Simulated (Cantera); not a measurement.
A perfectly stirred reactor is fed with CH4 : H2 : O2 : N2 = 1 : 0.78 : 1.49 : 5.62 (molar parts), at 7500 Torr; it is adiabatic with a 625 K inlet, and is followed from long to short residence time, starting on the burning branch (τ in s: 0.14, 0.044, 0.014, 0.0044, 0.0014, 0.00043, 0.00014, 4.3e-05, 1.3e-05, 4.2e-06).

Computed with Cantera and GRI-Mech 3.0 (53 species, 325 reactions).

x: mole fraction; the columns are a selection and need not sum to one.

```
τ (s)    T (K)     x CH4    x H2      x O2   x H2O    x C2H4    x CH2   x H2O2
-------  -----  --------  ------  --------  ------  --------  -------  -------
0.14      2141  0.000200   0.111   1.41e-5   0.185   7.61e-8  7.90e-8  1.85e-9
0.044     2142  0.000549   0.109   4.30e-5   0.185   5.85e-7  2.35e-7  4.19e-9
0.014     2146         …   0.107         …   0.186         …        …        …
0.0044    2150   0.00264   0.101  0.000377   0.189   1.44e-5  1.66e-6  3.23e-8
0.0014    2153   0.00446  0.0936   0.00106   0.194   4.59e-5  3.89e-6  9.41e-8
0.00043   2143         …       …         …   0.197         …        …        …
0.00014   2098    0.0106  0.0776   0.00825   0.196  0.000372  1.46e-5  9.30e-7
4.3e-5     625     0.112  0.0877     0.168  <1e-12    <1e-12   <1e-12   <1e-12
1.3e-5     625     0.112  0.0877     0.168  <1e-12    <1e-12   <1e-12   <1e-12
4.2e-6     625     0.112  0.0877     0.168  <1e-12    <1e-12   <1e-12   <1e-12
```

Problem. Fill in the missing entries.

Solution. 
- 0.014, x CH4: 0.00131
- 0.014, x O2: 0.000128
- 0.014, x C2H4: 3.41e-6
- 0.014, x CH2: 6.49e-7
- 0.014, x H2O2: 1.12e-8
- 0.00043, x CH4: 0.00692
- 0.00043, x H2: 0.0848
- 0.00043, x O2: 0.00299
- 0.00043, x C2H4: 0.000133
- 0.00043, x CH2: 8.46e-6
- 0.00043, x H2O2: 2.90e-7
